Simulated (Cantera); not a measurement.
Feed: 1 mol Si2Cl6, 22 mol NH3, 0.18 mol H2, held at 27.0 mbar.

These are equilibrium values from Cantera (NASA tables, ideal gas, pure condensed phases), not measurements of a reactor. Candidate condensed phases: NH4Cl, Si, Si3N4; 28 gas species. The feed counts by its element totals alone. The tables' values for SiCl3, SiCl are old estimates; treat these amounts as uncertain. Equilibrium is a limit: real reactors are often held back by kinetics, nucleation or transport. All values below are at 1648 K.

Base state: H2 0.666, N2 0.218, HCl 0.102, SiCl2 0.0131, H 0.000442, SiCl3 0.000284, Cl 5.34e-5, SiHCl3 1.47e-5 (mole fractions); condensed: Si3N4(s).

### Question
What changes in the equilibrium state with this change: pressure from 27.0 mbar to 71.0 Pa?

### Answer
```
species         before     after
-------------  -------  --------
H2               0.666     0.665
N2               0.218     0.233
HCl              0.102    0.0716
SiCl2           0.0131    0.0274
Si             2.24e-6  0.000363
SiCl4          1.36e-5   3.64e-7
SiH            5.51e-7   1.45e-5
SiHCl3         1.47e-5   5.65e-7
Si3N4(s), mol    0.459         0
Si(s), mol           0     0.675
```
The tables' values for SiCl, SiCl3 are old estimates; treat these amounts as uncertain.
